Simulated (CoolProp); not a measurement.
A simple Rankine cycle with cyclopentane: condensing at 320.15 K, boiler at 0.767 MPa, turbine inlet 549 K, turbine efficiency 0.85, pump efficiency 0.7, no recuperator. Each further row changes one setting.

The numbers come from the reference Helmholtz-energy equation of state, Gedanitz 2015 in CoolProp.

```json
[
 {"case": "as stated", "thermal efficiency (%)": "13.1", "net work (kJ/kg)": "106", "heat in (kJ/kg)": "806", "turbine exit temperature (K)": "497.4", "volume ratio over the turbine": "7.70"},
 {"case": "condensing temperature 312.15 K", "thermal efficiency (%)": "14.5", "net work (kJ/kg)": "119", "heat in (kJ/kg)": "821", "turbine exit temperature (K)": "491.0", "volume ratio over the turbine": "10.0"},
 {"case": "boiler pressure 0.537 MPa", "thermal efficiency (%)": "11.1", "net work (kJ/kg)": "89.5", "heat in (kJ/kg)": "810", "turbine exit temperature (K)": "506.6", "volume ratio over the turbine": "5.41"},
 {"case": "turbine efficiency 0.75", "thermal efficiency (%)": "11.6", "net work (kJ/kg)": "93.2", "heat in (kJ/kg)": "806", "turbine exit temperature (K)": "503.2", "volume ratio over the turbine": "7.79"}
]
```
